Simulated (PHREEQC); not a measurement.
# Hard or scaling water: speciation

Solution (20 °C): 0.01 mol/kgw CaSO4, 0.00014 mol/kgw CO2 and 0.0105 mol/kgw KCl. Closed to the air; pH follows from the charge balance.

All values are PHREEQC results (Pitzer model, pitzer.dat), not measurements.

| Item | Result |
|---|---|
| pH | 5.19 |
| ionic strength | 0.0505 mol/kgw |
| specific conductance | 3110 µS/cm |
| density | 1.000 g/cm³ |
| osmotic coefficient | 0.832 |

```json
[
 {"species": "Cl-", "molality": "0.0105", "activity": "0.00856", "log γ": "-0.089"},
 {"species": "K+", "molality": "0.0105", "activity": "0.00871", "log γ": "-0.081"},
 {"species": "Ca+2", "molality": "0.0100", "activity": "0.00383", "log γ": "-0.416"},
 {"species": "SO4-2", "molality": "0.01000", "activity": "0.00353", "log γ": "-0.452"},
 {"species": "CO2", "molality": "0.000130", "activity": "0.000131", "log γ": "0.003"},
 {"species": "HCO3-", "molality": "1.02e-5", "activity": "8.53e-6", "log γ": "-0.077"},
 {"species": "H+", "molality": "7.88e-6", "activity": "6.51e-6", "log γ": "-0.083"}
]
```

No solid was allowed to form. Complexes and solids missing from the database can't appear.
